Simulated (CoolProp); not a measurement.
A simple Rankine cycle with water: condensing at 304.15 K, boiler at 16.3 MPa, turbine inlet 772.2 K, turbine efficiency 0.65, pump efficiency 0.6, no recuperator. Each further row changes one setting.

The numbers come from the reference Helmholtz-energy equation of state, Wagner 2002 in CoolProp.

| case | thermal efficiency (%) | net work (kJ/kg) | heat in (kJ/kg) | turbine exit temperature (K) | volume ratio over the turbine |
|---|---|---|---|---|---|
| as stated | 27.9 | 873 | 3130 | 304.1 | 1540 |
| turbine inlet 792.2 K | 28.1 | 896 | 3190 | 304.1 | 1500 |
| condensing temperature 296.15 K | 28.5 | 904 | 3170 | 296.2 | 2380 |
| boiler pressure 11.4 MPa | 27.4 | 878 | 3210 | 304.1 | 1050 |
| turbine efficiency 0.55 | 23.4 | 735 | 3130 | 304.1 | 1630 |

The expansion ends wet for: as stated; turbine inlet 792.2 K; condensing temperature 296.15 K; boiler pressure 11.4 MPa; turbine efficiency 0.55.
